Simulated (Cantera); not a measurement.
PbO + O2 + N2 (iron carbonyl, mercury and lead vapours)

A closed system holds: 1 mol PbO, 1.1 mol O2, 1.2 mol N2, equilibrated at 1623 K.

Cantera equilibrium calculation (NASA polynomials, part measured and part estimated; ideal gas, pure solids and liquids). Candidate condensed phases: Pb, PbO, PbO2, Pb3O4; 12 gas species. Gases not in the tables: (PbO)n polymers. The numbers say what is thermodynamically allowed, not how fast it happens.

| P (Pa) | log p N2 | log p O2 | log p PbO | log p Pb | log p NO | log p O | log p NO2 | n PbO(l) |
|---|---|---|---|---|---|---|---|---|
| 10 | -4.48 | -4.41 | -4.99 | -4.76 | -6.73 | -6.93 | -11.01 | 0 |
| 68 | -3.63 | -3.60 | -3.94 | -4.11 | -5.90 | -6.52 | -9.78 | 0 |
| 460 | -2.79 | -2.79 | -2.97 | -3.55 | -5.07 | -6.12 | -8.55 | 0 |
| 3200 | -1.94 | -1.96 | -2.06 | -3.05 | -4.23 | -5.70 | -7.29 | 0 |
| 22000 | -1.03 | -1.06 | -1.43 | -2.87 | -3.32 | -5.25 | -5.93 | 0.511 |
| 150000 | -0.12 | -0.16 | -1.43 | -3.32 | -2.42 | -4.80 | -4.58 | 0.941 |
| 1000000 | 0.71 | 0.68 | -1.43 | -3.74 | -1.58 | -4.38 | -3.33 | 0.991 |
log p: log10 of the partial pressure in bar; n: condensed amount in mol.

From 0.0750 Torr to 24.0 Torr nothing is condensed. From 165 Torr to 7500 Torr the condensed part is PbO(l).
